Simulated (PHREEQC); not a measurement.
Copper plating or etch bath: an equilibrium model

Dissolve 0.0043 mol/kgw Cu(NO3)2, 6.1e-05 mol/kgw HNO3 and 0.12 mol/kgw H3BO3 at 25 °C. Closed to the air; pH follows from the charge balance.

Equilibrium calculation in PHREEQC: ion-association model, phreeqc.dat.

The pH is 4.24, the ionic strength is 0.0130 mol/kgw and the specific conductance is 995 µS/cm. The total alkalinity is -0.0610 meq/kg.

```
species     molality  activity   log γ
----------  --------  --------  ------
H3BO3          0.120     0.120   0.001
NO3-         0.00866   0.00768  -0.052
Cu+2         0.00430   0.00278  -0.190
H+           6.33e-5   5.72e-5  -0.043
H2BO3-       1.36e-6   1.21e-6  -0.050
CuOH+        5.44e-7   4.84e-7  -0.051
Cu2(OH)2+2   1.63e-7   1.03e-7  -0.201
Cu(OH)2      1.76e-8   1.76e-8   0.001
```

Precipitation was switched off in this run.
